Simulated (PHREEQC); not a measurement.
1 kg of water holding 0.31 mol KCl, 0.087 mol NaHCO3, 0.021 mol Na2SO4, 0.18 mol NaCl and 0.17 mol Na2CO3 is evaporated at 25 °C; the solids stay in contact with the brine. No CO2 enters from the air. The run lets Arcanite, Burkeite, Glaserite, Halite, Kalicinite, Mirabilite, Misenite, Nahcolite, Natron, Sylvite, Thenardite, Trona precipitate or redissolve, and no other solid.

Model: Pitzer model, pitzer.dat, run in PHREEQC.

```json
[
 {"water left (kg)": "1", "ionic strength": "1.15", "water activity": "0.974", "Sylvite (mol)": "0", "Halite (mol)": "0", "Trona (mol)": "0", "Nahcolite (mol)": "0", "Glaserite (mol)": "0"},
 {"water left (kg)": "0.6755", "ionic strength": "1.70", "water activity": "0.962", "Sylvite (mol)": "0", "Halite (mol)": "0", "Trona (mol)": "0", "Nahcolite (mol)": "0", "Glaserite (mol)": "0"},
 {"water left (kg)": "0.5552", "ionic strength": "2.07", "water activity": "0.954", "Sylvite (mol)": "0", "Halite (mol)": "0", "Trona (mol)": "0", "Nahcolite (mol)": "0", "Glaserite (mol)": "0"},
 {"water left (kg)": "0.375", "ionic strength": "3.07", "water activity": "0.931", "Sylvite (mol)": "0", "Halite (mol)": "0", "Trona (mol)": "0", "Nahcolite (mol)": "0", "Glaserite (mol)": "0"},
 {"water left (kg)": "0.3082", "ionic strength": "3.73", "water activity": "0.915", "Sylvite (mol)": "0", "Halite (mol)": "0", "Trona (mol)": "0", "Nahcolite (mol)": "0", "Glaserite (mol)": "0"},
 {"water left (kg)": "0.2082", "ionic strength": "5.52", "water activity": "0.870", "Sylvite (mol)": "0", "Halite (mol)": "0", "Trona (mol)": "0", "Nahcolite (mol)": "0", "Glaserite (mol)": "0"},
 {"water left (kg)": "0.1404", "ionic strength": "7.85", "water activity": "0.802", "Sylvite (mol)": "0", "Halite (mol)": "0", "Trona (mol)": "0.00801", "Nahcolite (mol)": "0.0157", "Glaserite (mol)": "0"},
 {"water left (kg)": "0.1138", "ionic strength": "8.37", "water activity": "0.774", "Sylvite (mol)": "0", "Halite (mol)": "0", "Trona (mol)": "0.0494", "Nahcolite (mol)": "0", "Glaserite (mol)": "0"},
 {"water left (kg)": "0.07526", "ionic strength": "9.42", "water activity": "0.731", "Sylvite (mol)": "0.106", "Halite (mol)": "0", "Trona (mol)": "0.0786", "Nahcolite (mol)": "0", "Glaserite (mol)": "0.00341"},
 {"water left (kg)": "0.06117", "ionic strength": "10.2", "water activity": "0.706", "Sylvite (mol)": "0.167", "Halite (mol)": "0", "Trona (mol)": "0.0836", "Nahcolite (mol)": "0", "Glaserite (mol)": "0.00408"},
 {"water left (kg)": "0.04026", "ionic strength": "11.6", "water activity": "0.686", "Sylvite (mol)": "0.215", "Halite (mol)": "0.0853", "Trona (mol)": "0.0858", "Nahcolite (mol)": "0", "Glaserite (mol)": "0.00646"},
 {"water left (kg)": "0.03253", "ionic strength": "12.5", "water activity": "0.677", "Sylvite (mol)": "0.229", "Halite (mol)": "0.123", "Trona (mol)": "0.0862", "Nahcolite (mol)": "0", "Glaserite (mol)": "0.00745"},
 {"water left (kg)": "0.02095", "ionic strength": "14.9", "water activity": "0.653", "Sylvite (mol)": "0.262", "Halite (mol)": "0.164", "Trona (mol)": "0.0867", "Nahcolite (mol)": "0", "Glaserite (mol)": "0.00497"}
]
```

Nahcolite from water left = 0.1404 kg (pH 9.75), last present at water left = 0.1404 kg; Trona from water left = 0.1404 kg (pH 9.75); Glaserite from water left = 0.09253 kg (pH 10.11); Sylvite from water left = 0.09253 kg (pH 10.11); Halite from water left = 0.04969 kg (pH 10.98); Burkeite from water left = 0.02095 kg (pH 11.85).
